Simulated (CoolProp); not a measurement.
A closed Brayton cycle with nitrogen: compressor inlet 332.15 K and 7.7 MPa, high pressure 23.8 MPa, turbine inlet 760 K, compressor efficiency 0.89, turbine efficiency 0.93, recuperator effectiveness 0.9 (on enthalpy, no pinch check). Each further row changes one setting.

Model: reference Helmholtz-energy equation of state, Span 2000, in CoolProp.

| case | thermal efficiency (%) | net work (kJ/kg) | compressor to turbine work | compressor exit (K) | turbine exit (K) |
|---|---|---|---|---|---|
| as stated | … | 59.8 | 0.72 | 476.3 | 571.8 |
| turbine inlet 710 K | 21.6 | … | 0.78 | 476.3 | 532.5 |
| compressor inlet 342.15 K | 24.1 | 54.8 | 0.75 | … | 571.8 |
| high pressure 20.2 MPa | 28.2 | … | 0.69 | 452.4 | … |
| recuperator effectiveness 0.5 | 22.0 | 59.8 | 0.72 | 476.3 | 571.8 |

### Question
Some entries are withheld; supply them.

### Answer

- as stated, thermal efficiency (%): 26.0
- turbine inlet 710 K, net work (kJ/kg): 45.5
- compressor inlet 342.15 K, compressor exit (K): 490.4
- high pressure 20.2 MPa, net work (kJ/kg): 58.4
- high pressure 20.2 MPa, turbine exit (K): 596.2
